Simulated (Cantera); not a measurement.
# Gas-phase reforming

An isothermal, constant-pressure homogeneous reactor starts with 54.3 % CH4, 20.1 % H2O, 25.5 % H2, at 1723 K and 0.810 bar.

Computed with Cantera and GRI-Mech 3.0 (53 species, 325 reactions). GRI-Mech 3.0 stops at C3 and has no aromatics, soot or wall deposition, so with more carbon than oxygen in the feed, carbon stays in small species such as C2H2 where larger ones or solid carbon would form.

| t (s) | x CH4 | x H2O | x H2 | x HO2 | x CH2 | x C2H4 |
|---|---|---|---|---|---|---|
| 2.00e-5 | 0.543 | 0.201 | 0.256 | <1e-12 | 3.31e-8 | 8.34e-6 |
| 5.73e-5 | 0.541 | 0.201 | 0.256 | <1e-12 | 1.44e-7 | 0.000146 |
| 0.000164 | 0.535 | 0.201 | 0.260 | <1e-12 | 3.21e-7 | 0.00144 |
| 0.000470 | 0.512 | 0.198 | 0.276 | <1e-12 | 4.28e-7 | 0.00687 |
| 0.00135 | 0.451 | 0.191 | 0.325 | <1e-12 | 3.83e-7 | 0.0114 |
| 0.00385 | 0.337 | 0.175 | 0.419 | <1e-12 | 3.02e-7 | 0.00745 |
| 0.0110 | 0.201 | 0.155 | 0.531 | <1e-12 | 2.18e-7 | 0.00412 |
| 0.0316 | 0.0948 | 0.136 | 0.621 | <1e-12 | 1.50e-7 | 0.00334 |
| 0.0906 | 0.0429 | 0.114 | 0.674 | <1e-12 | 1.03e-7 | 0.00334 |
| 0.259 | 0.0285 | 0.0809 | 0.708 | <1e-12 | 7.03e-8 | 0.00312 |
| 0.743 | 0.0227 | 0.0382 | 0.743 | <1e-12 | 4.14e-8 | 0.00270 |
| 2.13 | 0.0184 | 0.00748 | 0.768 | <1e-12 | 2.38e-8 | 0.00235 |
| 6.10 | 0.0173 | 0.000128 | 0.773 | <1e-12 | 1.99e-8 | 0.00226 |
| 17.5 | 0.0173 | 8.63e-7 | 0.774 | <1e-12 | 1.98e-8 | 0.00226 |
| 50.0 | 0.0173 | 8.62e-7 | 0.774 | <1e-12 | 1.98e-8 | 0.00226 |
x: mole fraction; the columns are a selection and need not sum to one.

Equilibrium at this temperature and pressure: CH4 0.0173, H2O 8.67e-7, H2 0.774, HO2 <1e-12, CH2 1.98e-8, C2H4 0.00226 (gas phase only).
